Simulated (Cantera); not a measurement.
Feed: 1 mol FeS, 0.5 mol SO₂, 0.19 mol CO₂, at 170000 Pa.

Cantera equilibrium calculation (NASA polynomials, part measured and part estimated; ideal gas, pure solids and liquids). Candidate condensed phases: C, Fe, Fe(CO)₅, FeO, FeS, FeSO₄, FeS₂, Fe₂O₃, Fe₂(SO₄)₃, Fe₃O₄, S; 25 gas species. Mutual solubility and eutectic melting of coexisting phases are not modelled. FeS: taken at fixed stoichiometry. The numbers say what is thermodynamically allowed, not how fast it happens. All values below are at 1325 K.

Base state: SO₂ 0.670, CO₂ 0.266, S₂ 0.0516, CO 0.00562, S₂O 0.00526, SO 0.000812, COS 0.000510 (mole fractions); condensed: FeS(s) + Fe₃O₄(s).

What changes in the equilibrium state with this change: SO₂ from 0.5 to 0.053 mol?


```
species          before     after
-------------  --------  --------
CO₂               0.266     0.750
SO₂               0.670     0.205
CO              0.00562    0.0226
S₂               0.0516    0.0200
S₂O             0.00526   0.00143
COS            0.000510   0.00128
SO             0.000812  0.000354
FeS(s), mol       0.952     0.992
Fe₃O₄(s), mol    0.0161   0.00272
```
